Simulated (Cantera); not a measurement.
A perfectly stirred reactor is fed with 32.2 % H2, 14.7 % O2, 52.9 % N2, 0.197 % NO, at 5.00 bar; it is adiabatic with a 500 K inlet, and is followed from long to short residence time, starting on the burning branch (τ in s: 0.31, 0.11, 0.039, 0.013, 0.0047, 0.0017, 0.00058, 0.0002, 7.1e-05, 2.5e-05).

Detailed kinetics in Cantera: GRI-Mech 3.0 (53 species, 325 reactions). The hydrogen kinetics of GRI-Mech 3.0 are dated; newer H2 mechanisms differ, most at raised pressure. The mechanism lacks 2 NO + O2 → 2 NO2 and HONO, so NO2 and the effect of NO are under-described below about 1400 K.

One state of this run: T (K) = 2371; x H2 = 0.0519; x O2 = 0.00793; x NO = 0.00229; x H = 0.0134; x N2 = 0.605; x H2O2 = 8.19e-7; x H2O = 0.303. x: mole fraction; the columns are a selection and need not sum to one.

Question: Which value of τ (s) does it belong to?
(A) 0.00058
(B) 7.1e-5
(C) 0.11
(D) 0.31

Answer: B, 7.1e-5
